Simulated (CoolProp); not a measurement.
Computed with CoolProp (reference Helmholtz-energy equation of state, Lemmon 2006). It is a short technical equation, of lower accuracy than the large ones.

Question: Give the vapour pressure (bar), liquid density (kg/m³), vapour Z of saturated R141b at -2.85, 10.05 °C.

Answer: 
```
T (°C)  p (bar)  liquid density (kg/m³)  vapour Z
------  -------  ----------------------  --------
-2.85     0.246                    1290     0.985
10.05     0.436                    1260     0.978
```
